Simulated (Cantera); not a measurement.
Mixture: 4.42 % C₃H₈, 20.1 % O₂, 75.5 % N₂, equivalence ratio 1.1, at 1.01 bar, adiabatic and at constant volume. Ignition delay is the time to a rise of 400 K.

Detailed kinetics in Cantera: GRI-Mech 3.0 (53 species, 325 reactions). GRI-Mech 3.0 was tuned for natural gas; its chemistry of propane as a main component is partial and can be far from experiment.

### Question
Predict: delay at 1248 K; delay at 1348 K; delay at 1448 K; delay at 1548 K; delay at 1648 K; apparent activation energy between 1548 and 1648 K.

### Answer
- delay at 1248 K: 2.27 ms
- delay at 1348 K: 0.429 ms
- delay at 1448 K: 0.119 ms
- delay at 1548 K: 45.8 µs
- delay at 1648 K: 22.6 µs
- apparent activation energy between 1548 and 1648 K: 150 kJ/mol
